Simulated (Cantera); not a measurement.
A perfectly stirred reactor is fed with H2 : O2 = 0.088 : 1 (molar parts), equivalence ratio 0.044, at 0.00980 bar; it is held at 1200 K, and followed from long to short residence time.

Model: the H2/O2 subset of GRI-Mech 3.0, which has no nitrogen chemistry, integrated in Cantera. Radical loss at walls, strong at low pressure, is not modelled. The temperature is held fixed by assumption; the heat of reaction is taken as removed at once.

x: mole fraction; the columns are a selection and need not sum to one.

```csv
τ (s),x H2,x O2,x HO2,x H2O,x O,x H2O2,x OH
0.40,[?],0.906,2.54e-6,0.0813,0.00843,1.04e-7,0.00238
0.23,[?],0.902,2.83e-6,0.0802,0.0116,1.10e-7,0.00280
0.14,[?],0.898,3.07e-6,0.0789,0.0151,1.13e-7,0.00322
0.082,[?],0.893,3.29e-6,0.0771,0.0196,1.16e-7,0.00370
0.048,[?],0.887,3.46e-6,0.0749,0.0245,1.19e-7,0.00419
0.028,[?],0.881,3.58e-6,0.0723,0.0293,1.22e-7,0.00468
0.017,[?],0.877,3.66e-6,0.0698,0.0328,1.26e-7,0.00513
0.0099,[?],0.873,3.73e-6,0.0669,0.0353,1.35e-7,0.00564
0.0058,[?],0.871,3.77e-6,0.0637,0.0360,1.50e-7,0.00619
0.0034,[?],0.871,3.78e-6,0.0599,0.0350,1.70e-7,0.00678
```

### Question
Fill in the missing entries.

### Answer

- 0.40, x H2: 0.000611
- 0.23, x H2: 0.000841
- 0.14, x H2: 0.00111
- 0.082, x H2: 0.00148
- 0.048, x H2: 0.00195
- 0.028, x H2: 0.00256
- 0.017, x H2: 0.00332
- 0.0099, x H2: 0.00446
- 0.0058, x H2: 0.00615
- 0.0034, x H2: 0.00874
